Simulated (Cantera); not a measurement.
An adiabatic, constant-pressure homogeneous reactor starts with 9.49 % C2H4, 15.8 % O2, 59.5 % N2, 15.2 % H2O, at 1250 K and 900000 Pa.

Detailed kinetics in Cantera: GRI-Mech 3.0 (53 species, 325 reactions). GRI-Mech 3.0 was tuned for natural gas; its chemistry of ethylene as a main component is partial and can be far from experiment.

Q: Predict: time of steepest temperature rise; temperature at 0.300 s; equilibrium temperature; x(O2) at 0.300 s; x(H2O) at 0.300 s; x(NO) at 0.300 s.

A: 
- time of steepest temperature rise: 0.226 ms
- temperature at 0.300 s: 2528 K
- equilibrium temperature: 2528 K
- x(O2) at 0.300 s: 2.28e-5 (gas-phase equilibrium 2.28e-5)
- x(H2O) at 0.300 s: 0.203 (gas-phase equilibrium 0.203)
- x(NO) at 0.300 s: 0.000207 (gas-phase equilibrium 0.000207)
